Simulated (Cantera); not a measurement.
What does this Cantera script print?

```python
import numpy as np
import cantera as ct

gas_names = """
    CL CL2 H HCL H2 Si SiCL SiCL2 SiCL3 SiCL4 SiH SiHCL3 SiH2 SiH2CL2 SiH3 SiH3CL SiH4 Si2 Si3
""".split()
cond_names = """
    Si(cr) Si(L)
""".split()


def load(file, names, dense=False):
    # The tables refer to 1 bar. Condensed volumes are neglected.
    table = {s.name: s for s in ct.Species.list_from_file(file)}
    out = []
    for n in names:
        d = dict(table[n].input_data)
        d["thermo"] = dict(d["thermo"], **{"reference-pressure": 1e5})
        if dense:
            d["equation-of-state"] = {"model": "constant-volume", "density": "1e6 g/cm^3"}
        out.append(ct.Species.from_dict(d))
    return out


gas = ct.Solution(thermo="ideal-gas", species=load("nasa_gas.yaml", gas_names))
cond = {s.name: ct.Solution(thermo="fixed-stoichiometry", species=[s], name=s.name)
        for s in load("nasa_condensed.yaml", cond_names, dense=True)}
atoms = {
    'Si': {'Si': 1},
    'HCl': {'H': 1, 'CL': 1},
    'H2': {'H': 2},
}
top_T = {}  # K; cautious upper limits of use, not melting points


def equilibrate(T, P, feed):
    n = {}
    for name, mol in feed.items():
        for a, k in atoms[name].items():
            n[a] = n.get(a, 0.0) + k * mol
    gas.TPX = T, P, n
    mass = sum(n.values()) * gas.mean_molecular_weight
    gas.equilibrate("TP")
    valid = [c for c in cond.values() if c.min_temp <= T <= top_T.get(c.name, c.max_temp)]
    mix = ct.Mixture([(gas, mass / gas.mean_molecular_weight)] + [(c, 0.0) for c in valid])
    mix.T, mix.P = T, P
    mix.equilibrate("TP", solver="vcs", rtol=1e-11, max_steps=5000)
    return mix


results = []
feed = {'Si': 1, 'HCl': 2.9, 'H2': 2.2}  # mol
P = 650000  # Pa
for T in [1048, 1073, 1098, 1123, 1148, 1173, 1198, 1223, 1248, 1273, 1298, 1323]:
    mix = equilibrate(T, P, feed)
    results.append((T, P, feed, dict(zip(mix.species_names, mix.species_moles))))
    x = sorted(zip(gas.X, gas.species_names), reverse=True)
    print(f"T = {T:g} K  P = {P:g} Pa  gas = {mix.phase_moles(0):.4g} mol")
    print("   x: " + "  ".join(f"{s} {v:.3e}" for v, s in x if v > 1e-05))
    print("   condensed (mol): " + ("  ".join(f"{mix.phase(i).name} {mix.phase_moles(i):.4g}"
          for i in range(1, mix.n_phases) if mix.phase_moles(i) > 1e-12) or "none"))
```

It prints:

```
T = 1048 K  P = 650000 Pa  gas = 4.283 mol
   x: H2 7.983e-01  SiCL4 1.004e-01  SiHCL3 8.209e-02  HCL 9.988e-03  SiH2CL2 7.635e-03  SiCL3 1.129e-03  SiCL2 2.327e-04  SiH3CL 1.847e-04
   condensed (mol): Si(cr) 0.1791
T = 1073 K  P = 650000 Pa  gas = 4.286 mol
   x: H2 7.970e-01  SiCL4 1.001e-01  SiHCL3 8.120e-02  HCL 1.203e-02  SiH2CL2 7.691e-03  SiCL3 1.487e-03  SiCL2 3.536e-04  SiH3CL 1.913e-04
   condensed (mol): Si(cr) 0.1814
T = 1098 K  P = 650000 Pa  gas = 4.29 mol
   x: H2 7.954e-01  SiCL4 9.958e-02  SiHCL3 8.025e-02  HCL 1.436e-02  SiH2CL2 7.737e-03  SiCL3 1.931e-03  SiCL2 5.265e-04  SiH3CL 1.976e-04
   condensed (mol): Si(cr) 0.1839
T = 1123 K  P = 650000 Pa  gas = 4.295 mol
   x: H2 7.936e-01  SiCL4 9.895e-02  SiHCL3 7.923e-02  HCL 1.700e-02  SiH2CL2 7.770e-03  SiCL3 2.475e-03  SiCL2 7.690e-04  SiH3CL 2.036e-04
   condensed (mol): Si(cr) 0.1865
T = 1148 K  P = 650000 Pa  gas = 4.301 mol
   x: H2 7.915e-01  SiCL4 9.815e-02  SiHCL3 7.812e-02  HCL 1.995e-02  SiH2CL2 7.790e-03  SiCL3 3.132e-03  SiCL2 1.103e-03  SiH3CL 2.092e-04
   condensed (mol): Si(cr) 0.1893
T = 1173 K  P = 650000 Pa  gas = 4.307 mol
   x: H2 7.892e-01  SiCL4 9.716e-02  SiHCL3 7.692e-02  HCL 2.323e-02  SiH2CL2 7.796e-03  SiCL3 3.915e-03  SiCL2 1.556e-03  SiH3CL 2.145e-04
   condensed (mol): Si(cr) 0.1921
T = 1198 K  P = 650000 Pa  gas = 4.315 mol
   x: H2 7.866e-01  SiCL4 9.595e-02  SiHCL3 7.561e-02  HCL 2.685e-02  SiH2CL2 7.787e-03  SiCL3 4.839e-03  SiCL2 2.158e-03  SiH3CL 2.193e-04
   condensed (mol): Si(cr) 0.195
T = 1223 K  P = 650000 Pa  gas = 4.323 mol
   x: H2 7.836e-01  SiCL4 9.451e-02  SiHCL3 7.418e-02  HCL 3.082e-02  SiH2CL2 7.761e-03  SiCL3 5.913e-03  SiCL2 2.949e-03  SiH3CL 2.237e-04
   condensed (mol): Si(cr) 0.1979
T = 1248 K  P = 650000 Pa  gas = 4.333 mol
   x: H2 7.804e-01  SiCL4 9.281e-02  SiHCL3 7.261e-02  HCL 3.513e-02  SiH2CL2 7.718e-03  SiCL3 7.146e-03  SiCL2 3.970e-03  SiH3CL 2.275e-04
   condensed (mol): Si(cr) 0.2006
T = 1273 K  P = 650000 Pa  gas = 4.345 mol
   x: H2 7.768e-01  SiCL4 9.083e-02  SiHCL3 7.089e-02  HCL 3.978e-02  SiCL3 8.545e-03  SiH2CL2 7.657e-03  SiCL2 5.269e-03  SiH3CL 2.309e-04
   condensed (mol): Si(cr) 0.2031
T = 1298 K  P = 650000 Pa  gas = 4.357 mol
   x: H2 7.728e-01  SiCL4 8.856e-02  SiHCL3 6.901e-02  HCL 4.476e-02  SiCL3 1.011e-02  SiH2CL2 7.576e-03  SiCL2 6.898e-03  SiH3CL 2.336e-04
   condensed (mol): Si(cr) 0.2053
T = 1323 K  P = 650000 Pa  gas = 4.372 mol
   x: H2 7.686e-01  SiCL4 8.597e-02  SiHCL3 6.696e-02  HCL 5.005e-02  SiCL3 1.184e-02  SiCL2 8.913e-03  SiH2CL2 7.474e-03  SiH3CL 2.358e-04
   condensed (mol): Si(cr) 0.207
```

Method: chemical equilibrium by Gibbs-energy minimisation in Cantera with the NASA 1993 tables (ideal gas, pure condensed phases). The tables' values for SiCl3 are old estimates; treat these amounts as uncertain.
